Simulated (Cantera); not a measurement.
Cantera run, input and output.

```python
import numpy as np
import cantera as ct

gas = ct.Solution("gri30.yaml", transport_model="multicomponent")
show = ['H2', 'N2', 'H2O']

rows = []
print(f"{'T/K':>7s}{'rho':>11s}{'cp':>10s}{'mu':>11s}{'lambda':>11s}{'Pr':>7s}" + "".join(f"{'D_' + s:>11s}" for s in show))
for T in [400, 550, 700, 850, 1000, 1150, 1300, 1450]:
    gas.TPX = T, 150000, {'O2': 0.76}
    Pr = gas.cp_mass * gas.viscosity / gas.thermal_conductivity
    D = [gas.mix_diff_coeffs_mole[gas.species_index(s)] for s in show]
    rows.append([gas.density, gas.cp_mass, gas.viscosity, gas.thermal_conductivity, Pr, *D])
    print(f"{T:7g}{gas.density:11.4e}{gas.cp_mass:10.1f}{gas.viscosity:11.4e}"
          f"{gas.thermal_conductivity:11.4e}{Pr:7.3f}" + "".join(f"{d:11.4e}" for d in D))
print("SI units: kg/m3, J/kg/K, Pa s, W/m/K, m2/s")
```

It prints:

```
    T/K        rho        cp         mu     lambda     Pr       D_H2       D_N2      D_H2O
    400 1.4432e+00     941.4 2.5629e-05 3.3889e-02  0.712 8.8954e-05 2.3328e-05 2.6981e-05
    550 1.0496e+00     987.2 3.2102e-05 4.4601e-02  0.711 1.5189e-04 4.0272e-05 4.9079e-05
    700 8.2467e-01    1031.1 3.7824e-05 5.4934e-02  0.710 2.2713e-04 6.0553e-05 7.6136e-05
    850 6.7914e-01    1064.7 4.3049e-05 6.4608e-02  0.709 3.1368e-04 8.3883e-05 1.0761e-04
   1000 5.7727e-01    1090.2 4.7912e-05 7.3669e-02  0.709 4.1079e-04 1.1006e-04 1.4310e-04
   1150 5.0197e-01    1108.6 5.2496e-05 8.2135e-02  0.709 5.1790e-04 1.3891e-04 1.8234e-04
   1300 4.4405e-01    1124.6 5.6858e-05 9.0286e-02  0.708 6.3453e-04 1.7033e-04 2.2510e-04
   1450 3.9812e-01    1138.7 6.1035e-05 9.8172e-02  0.708 7.6030e-04 2.0420e-04 2.7120e-04
SI units: kg/m3, J/kg/K, Pa s, W/m/K, m2/s
```

Cantera simulation using GRI-Mech 3.0 (53 species, 325 reactions); the numbers are that mechanism's predictions, not measurements.
